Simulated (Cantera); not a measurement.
Cantera run:

```python
import numpy as np
import cantera as ct

gas_names = """
    CL CL2 H HCL H2 Si SiCL SiCL2 SiCL3 SiCL4 SiH SiHCL3 SiH2 SiH2CL2 SiH3 SiH3CL SiH4 Si2 Si3
""".split()
cond_names = """
    Si(cr) Si(L)
""".split()


def load(file, names, dense=False):
    # The tables refer to 1 bar. Condensed volumes are neglected.
    table = {s.name: s for s in ct.Species.list_from_file(file)}
    out = []
    for n in names:
        d = dict(table[n].input_data)
        d["thermo"] = dict(d["thermo"], **{"reference-pressure": 1e5})
        if dense:
            d["equation-of-state"] = {"model": "constant-volume", "density": "1e6 g/cm^3"}
        out.append(ct.Species.from_dict(d))
    return out


gas = ct.Solution(thermo="ideal-gas", species=load("nasa_gas.yaml", gas_names))
cond = {s.name: ct.Solution(thermo="fixed-stoichiometry", species=[s], name=s.name)
        for s in load("nasa_condensed.yaml", cond_names, dense=True)}
atoms = {
    'SiH2Cl2': {'Si': 1, 'H': 2, 'CL': 2},
    'HCl': {'H': 1, 'CL': 1},
    'H2': {'H': 2},
}
top_T = {}  # K; cautious upper limits of use, not melting points


def equilibrate(T, P, feed):
    n = {}
    for name, mol in feed.items():
        for a, k in atoms[name].items():
            n[a] = n.get(a, 0.0) + k * mol
    gas.TPX = T, P, n
    mass = sum(n.values()) * gas.mean_molecular_weight
    gas.equilibrate("TP")
    valid = [c for c in cond.values() if c.min_temp <= T <= top_T.get(c.name, c.max_temp)]
    mix = ct.Mixture([(gas, mass / gas.mean_molecular_weight)] + [(c, 0.0) for c in valid])
    mix.T, mix.P = T, P
    mix.equilibrate("TP", solver="vcs", rtol=1e-11, max_steps=5000)
    return mix


results = []
feed = {'SiH2Cl2': 1, 'HCl': 2.6, 'H2': 250}  # mol
T = 1000  # K
for P in [100, 400, 1600, 6300, 25000, 100000]:
    mix = equilibrate(T, P, feed)
    results.append((T, P, feed, dict(zip(mix.species_names, mix.species_moles))))

top = {s: max(r[3][s] / sum(r[3][g] for g in gas_names) for r in results) for s in gas_names}
cols = sorted((s for s in top if top[s] > 0.0001), key=lambda s: -top[s])[:5]
seen = [c for c in cond_names if any(r[3].get(c, 0) > 1e-12 for r in results)]
print("log10 of partial pressures in bar; condensed amounts in mol")
print(f"{'P/Pa':>10s}" + "".join(f"{s[:9]:>10s}" for s in cols + seen))
for T, P, feed, n in results:
    ng = sum(n[g] for g in gas_names)
    print(f"{P:10.4g}" + "".join(f"{np.log10(max(n[s] / ng * P / 1e5, 1e-99)):10.3f}" for s in cols)
          + "".join(f"{n.get(c, 0):10.4g}" for c in seen))
```

It prints:

```
log10 of partial pressures in bar; condensed amounts in mol
      P/Pa        H2       HCL    SiHCL3     SiCL4     SiCL2    Si(cr)
       100    -3.007    -4.809    -6.902    -6.552    -6.380    0.7716
       400    -2.404    -4.266    -5.876    -5.586    -5.897    0.6418
      1600    -1.802    -3.758    -4.956    -4.761    -5.485    0.4604
      6300    -1.206    -3.284    -4.128    -4.054    -5.131    0.2651
   2.5e+04    -0.606    -2.826    -3.353    -3.421    -4.815   0.07518
     1e+05    -0.004    -2.289    -2.686    -2.820    -4.684         0
```

Equilibrium computed with Cantera from the NASA thermochemical tables; the gas is ideal and each condensed phase is pure. The tables' values for SiCl3 are old estimates; treat these amounts as uncertain.
